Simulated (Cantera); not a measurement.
Source: NASA polynomial tables (part measured, part estimated), evaluated in Cantera. Values are per mole of reaction as written; species without (g) are pure solids or liquids, kept so even where they would boil at 1 bar.

Q: Between 650 and 1350 K, where is each reaction favourable under standard conditions?
- Cu(OH)2 + N(g) ⇌ Cu + NO2(g) + 2 H(g)

A: 
- Cu(OH)2 + N(g) ⇌ Cu + NO2(g) + 2 H(g): ΔG° is 293 kJ at 650 K and 136 kJ at 1350 K; it stays positive (K < 1). ΔH° is 432 kJ and ΔS° 219 J/K at 1350 K.
